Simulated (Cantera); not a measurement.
Charge: 1 mol SiH₂Cl₂, 0.014 mol C₃H₈, 370 mol H₂, at 158 Torr.

Cantera equilibrium calculation (NASA polynomials, part measured and part estimated; ideal gas, pure solids and liquids). Candidate condensed phases: C, C₆H₆, C₇H₈, C₈H₁₈, Si, SiC; 109 gas species. Mutual solubility and eutectic melting of coexisting phases are not modelled. Gases not in the tables: Si₂H₆ and higher silanes. The numbers say what is thermodynamically allowed, not how fast it happens.

Task: Which condensed phases are stable at each of these points (T (K)): 1573, 1723, 1873, 2023, 2173, 2323, 2473, 2623?

Result: 
| T (K) | condensed phases | Si condensed (%) |
|---|---|---|
| 1573 | Si(s) + SiC(s) | 96.4 |
| 1723 | Si(l) + SiC(s) | 95.5 |
| 1873 | Si(l) + SiC(s) | 92.8 |
| 2023 | Si(l) + SiC(s) | 78.5 |
| 2173 | Si(l) | 18.5 |
| 2323 | gas only | 0.0 |
| 2473 | gas only | 0.0 |
| 2623 | gas only | 0.0 |

At 1573 K the condensed part is Si(s) + SiC(s). From 1723 K to 2023 K the condensed part is Si(l) + SiC(s). At 2173 K the condensed part is Si(l). From 2323 K to 2623 K nothing is condensed.
